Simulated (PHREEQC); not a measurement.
A solution holds 0.0091 mol Al2(SO4)3, 3.7e-05 mol ZnCl2 and 0.0026 mol NaF per kg of water, at 62 °C. Closed to the air; pH follows from the charge balance.

Equilibrium calculation in PHREEQC: ion-association model, wateq4f.dat.

* **pH**: 3.67
* **ionic strength**: 0.0435 mol/kgw

```json
[
 {"species": "AlSO4+", "molality": "0.0115", "activity": "0.00942", "log γ": "-0.087"},
 {"species": "SO4-2", "molality": "0.0111", "activity": "0.00506", "log γ": "-0.341"},
 {"species": "Na+", "molality": "0.00252", "activity": "0.00207", "log γ": "-0.086"},
 {"species": "AlF+2", "molality": "0.00226", "activity": "0.00105", "log γ": "-0.332"},
 {"species": "Al(SO4)2-", "molality": "0.00215", "activity": "0.00176", "log γ": "-0.087"},
 {"species": "Al+3", "molality": "0.00165", "activity": "0.000385", "log γ": "-0.632"},
 {"species": "AlOH+2", "molality": "0.000362", "activity": "0.000169", "log γ": "-0.332"}
]
```

No solid was allowed to form. The solution is supersaturated, for example in Boehmite (slow to form), Gibbsite (slow to form), so a real one may precipitate; this is no full list. At this temperature some constants are extrapolated from 25 °C, and those without enthalpy data are left unchanged. Fluoro complexes past AlF4- and FeF3 are missing from the database.
